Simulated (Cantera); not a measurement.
A diamond (100) surface in a fixed gas of H2 with x(CH4) = 0.016, x(H) = 0.0074, x(CH3) = 2.4e-05, at 1048 K; coverages are run to steady state.

Computed with Cantera and the Harris–Goodwin 1993 mechanism for the reconstructed diamond (100) surface.

θ: site fractions in the mechanism's names (c6HH fully hydrogenated, c6H* and c6*H radical sites, c6** diradical, c6HM methylated).

```json
[
 {"P (Pa)": "390", "growth (µm/h)": "0.0309", "θ c6HH": "0.554", "θ c6H*": "0.0227", "θ c6*H": "0.409", "θ c6**": "0.0134", "θ c6HM": "?"},
 {"P (Pa)": "670", "growth (µm/h)": "0.0666", "θ c6HH": "0.554", "θ c6H*": "0.0227", "θ c6*H": "0.409", "θ c6**": "0.0134", "θ c6HM": "?"},
 {"P (Pa)": "1200", "growth (µm/h)": "0.142", "θ c6HH": "0.554", "θ c6H*": "0.0227", "θ c6*H": "0.408", "θ c6**": "0.0134", "θ c6HM": "?"},
 {"P (Pa)": "2000", "growth (µm/h)": "0.261", "θ c6HH": "0.554", "θ c6H*": "0.0227", "θ c6*H": "0.408", "θ c6**": "0.0134", "θ c6HM": "0.00121"},
 {"P (Pa)": "3500", "growth (µm/h)": "0.491", "θ c6HH": "0.554", "θ c6H*": "0.0227", "θ c6*H": "0.408", "θ c6**": "0.0134", "θ c6HM": "0.00130"},
 {"P (Pa)": "6100", "growth (µm/h)": "0.894", "θ c6HH": "0.554", "θ c6H*": "0.0228", "θ c6*H": "0.408", "θ c6**": "0.0134", "θ c6HM": "0.00136"},
 {"P (Pa)": "11000", "growth (µm/h)": "1.66", "θ c6HH": "0.554", "θ c6H*": "0.0229", "θ c6*H": "0.408", "θ c6**": "0.0134", "θ c6HM": "0.00140"},
 {"P (Pa)": "18000", "growth (µm/h)": "2.75", "θ c6HH": "0.554", "θ c6H*": "0.0230", "θ c6*H": "0.408", "θ c6**": "0.0134", "θ c6HM": "0.00142"}
]
```

### Question
Some entries are withheld; supply them.

### Answer

- 390, θ c6HM: 0.000717
- 670, θ c6HM: 0.000909
- 1200, θ c6HM: 0.00109
